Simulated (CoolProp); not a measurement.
Vapour-liquid equilibrium of carbon dioxide (1) + dimethyl ether (2) at -20.15 °C; x and y are mole fractions of (1).

Computed with CoolProp (multi-fluid Helmholtz-energy mixture model, Span 1996 and Wu 2011; pair parameters Bell 2016).

| x | bubble pressure (MPa) | y at the bubble point | dew pressure at overall composition x (MPa) | liquid density (mol/L) |
|---|---|---|---|---|
| 0.05 | 0.1813 | 0.342 | 0.1295 | 16.14 |
| 0.125 | 0.2754 | 0.592 | 0.1398 | 16.63 |
| 0.2 | 0.3786 | (withheld) | 0.1518 | 17.15 |
| 0.275 | 0.4909 | 0.803 | 0.1661 | 17.68 |
| 0.35 | 0.6123 | 0.856 | 0.1833 | 18.24 |
| 0.425 | (withheld) | 0.893 | 0.2045 | (withheld) |
| 0.5 | 0.8816 | (withheld) | 0.2312 | 19.41 |
| 0.575 | 1.028 | 0.941 | 0.2658 | (withheld) |
| 0.65 | 1.182 | 0.957 | 0.3128 | 20.64 |
| 0.725 | 1.341 | 0.969 | 0.3803 | (withheld) |
| 0.8 | 1.505 | 0.980 | 0.4854 | 21.90 |
| 0.875 | 1.672 | 0.988 | 0.6733 | 22.52 |
| 0.95 | 1.844 | 0.996 | 1.112 | 23.11 |

Problem. Complete the blanks.

Solution. 
- 0.2, y at the bubble point: 0.723
- 0.425, bubble pressure (MPa): 0.7427
- 0.425, liquid density (mol/L): 18.81
- 0.5, y at the bubble point: 0.920
- 0.575, liquid density (mol/L): 20.02
- 0.725, liquid density (mol/L): 21.27

No azeotrope shows between x = 0.05 and 0.95.

The pair parameters rest on a limited set of measurements; away from them the model extrapolates.
